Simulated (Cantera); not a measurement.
Feed: 1 mol Al(CH3)3, 78 mol NH3, 44 mol N2, equilibrated at 650 K and 13.3 mbar.

These are equilibrium values from Cantera (NASA tables, ideal gas, pure condensed phases), not measurements of a reactor. Candidate condensed phases: Al, AlN, C, C6H6, C7H8, C8H18; 97 gas species. The feed counts by its element totals alone. The numbers say what is thermodynamically allowed, not how fast it happens.

Base state: H2 0.575, N2 0.410, CH4 0.0149, NH3 6.97e-5 (mole fractions); condensed: AlN(s).

Problem. What changes in the equilibrium state with this change: temperature from 650 K to 1700 K?

Solution. 
| species | before | after |
|---|---|---|
| H2 | 0.575 | 0.594 |
| N2 | 0.410 | 0.403 |
| HCN | <1e-9 | 0.00179 |
| CH4 | 0.0149 | 5.15e-6 |
| Al | <1e-9 | 2.55e-5 |
| H | <1e-9 | 0.000983 |
| HNC | <1e-9 | 5.36e-5 |
| C2H2 (acetylene) | <1e-9 | 4.36e-5 |
| NH3 | 6.97e-5 | 1.41e-7 |
| AlN(s), mol | 1.00 | 0.995 |
| C(graphite), mol | 0 | 2.60 |
